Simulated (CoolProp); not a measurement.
Properties of propylene at several states (Tc = 364.2 K, pc = 4.555 MPa, ω = 0.146).

Computed with CoolProp (reference Helmholtz-energy equation of state, Lemmon 2013).

```csv
T (K),p (MPa),phase,density (kg/m³),cp (kJ/(kg K)),expansivity (1/kK)
124.1,0.2,liquid,726.7,2.088,1.546
408.5,0.545,gas,6.954,1.979,2.689
118.5,5.66,liquid,735.3,2.095,1.513
223.4,0.152,liquid,612.8,2.181,2.017
```
